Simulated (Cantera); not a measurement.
# Adiabatic ignition

An adiabatic, constant-pressure homogeneous reactor starts with 38.7 % H₂, 12.9 % O₂, 48.4 % N₂, equivalence ratio 1.5, at 1750 K and 11.0 bar.

Model: GRI-Mech 3.0 (53 species, 325 reactions), integrated in Cantera. The hydrogen kinetics of GRI-Mech 3.0 are dated; newer H2 mechanisms differ, most at raised pressure. Above 3000 K some thermodynamic fits are extrapolated.

```tsv
t (s)	T (K)	x H₂	x O₂	x H₂O₂	x O	x HO₂	x NO
2.00e-6	2984	0.144	0.00353	9.71e-7	0.00495	9.05e-6	0.000187
8.60e-6	3165	0.146	0.00170	7.83e-7	0.00243	4.47e-6	0.000876
3.69e-5	3158	0.147	0.00158	7.45e-7	0.00229	4.18e-6	0.00287
0.000159	3154	0.148	0.00152	7.24e-7	0.00222	4.02e-6	0.00401
0.000682	3154	0.148	0.00152	7.24e-7	0.00222	4.02e-6	0.00402
0.00293	3154	0.148	0.00152	7.24e-7	0.00222	4.02e-6	0.00402
0.0126	3154	0.148	0.00152	7.24e-7	0.00222	4.02e-6	0.00402
0.0541	3154	0.148	0.00152	7.24e-7	0.00222	4.02e-6	0.00402
0.233	3154	0.148	0.00152	7.24e-7	0.00222	4.02e-6	0.00402
1.00	3154	0.148	0.00152	7.24e-7	0.00222	4.02e-6	0.00402
```
x: mole fraction; the columns are a selection and need not sum to one.

| Item | Result |
|---|---|
| time of steepest temperature rise | 0.631 µs |
| temperature at 1.00 s | 3154 K |
| equilibrium temperature | 3154 K |
| x(H₂) at 1.00 s | 0.148 (gas-phase equilibrium 0.148) |
| x(O₂) at 1.00 s | 0.00152 (gas-phase equilibrium 0.00152) |
| x(H₂O₂) at 1.00 s | 7.24e-7 (gas-phase equilibrium 7.24e-7) |
